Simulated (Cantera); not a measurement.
Input: 1 mol SiH2Cl2, 4.7 mol H2, at 1.00 bar.

Cantera equilibrium calculation (NASA polynomials, part measured and part estimated; ideal gas, pure solids and liquids). Candidate condensed phases: Si; 19 gas species. Gases not in the tables: Si2H6 and higher silanes. Kinetics and transport are ignored.

### Question
Which condensed phases are stable at each of these points (T (K)): 1025, 1125, 1225, 1325, 1425, 1525, 1625, 1725?

### Answer
```csv
T (K),condensed phases,Si condensed (%)
1025,Si(s),45.8
1125,Si(s),47.5
1225,Si(s),49.4
1325,Si(s),50.6
1425,Si(s),50.2
1525,Si(s),48.5
1625,Si(s),46.5
1725,Si(l),46.1
```

From 1025 K to 1625 K the condensed part is Si(s). At 1725 K the condensed part is Si(l).
